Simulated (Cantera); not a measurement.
**Dilute partial oxidation**

A perfectly stirred reactor is fed with 1.63 % CH3OH, 2.77 % O2, 95.6 % N2, at 900 Torr; it is held at 1525 K, and followed from long to short residence time.

Computed with Cantera and GRI-Mech 3.0 (53 species, 325 reactions). GRI-Mech 3.0 was tuned for natural gas; its chemistry of methanol as a main component is partial and can be far from experiment. The temperature is held fixed by assumption; the heat of reaction is taken as removed at once.

```tsv
τ (s)	x CH3OH	x O2	x H2O2	x O	x H2O
6.5	2.07e-7	0.00333	7.96e-9	6.15e-6	0.0322
2.3	4.02e-7	0.00336	1.37e-8	1.17e-5	0.0321
0.86	7.28e-7	0.00341	2.25e-8	2.15e-5	0.0320
0.31	1.30e-6	0.00350	3.65e-8	4.03e-5	0.0319
0.11	2.22e-6	0.00368	5.74e-8	7.58e-5	0.0317
0.041	3.61e-6	0.00397	8.43e-8	0.000135	0.0313
0.015	5.93e-6	0.00442	1.18e-7	0.000235	0.0308
0.0055	1.01e-5	0.00507	1.55e-7	0.000383	0.0301
0.0020	1.89e-5	0.00601	1.91e-7	0.000570	0.0292
0.00073	4.09e-5	0.00738	2.18e-7	0.000727	0.0283
0.00027	0.000113	0.00961	2.32e-7	0.000686	0.0270
```
x: mole fraction; the columns are a selection and need not sum to one.
